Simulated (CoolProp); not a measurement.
Computed with CoolProp (reference Helmholtz-energy equation of state, Lemmon 2005). It is a short technical equation, of lower accuracy than the large ones.

Question: Give the vapour pressure (bar), liquid density (kg/m³), enthalpy of vaporisation (kJ/kg), liquid cp (kJ/(kg K)) of saturated cis-2-butene at 54.05, 135.55 °C.

Answer: 
```json
[
 {"T (°C)": "54.05", "p (bar)": "4.97", "liquid density (kg/m³)": "579", "enthalpy of vaporisation (kJ/kg)": "359", "liquid cp (kJ/(kg K))": "2.40"},
 {"T (°C)": "135.55", "p (bar)": "27.2", "liquid density (kg/m³)": "434", "enthalpy of vaporisation (kJ/kg)": "208", "liquid cp (kJ/(kg K))": "3.59"}
]
```
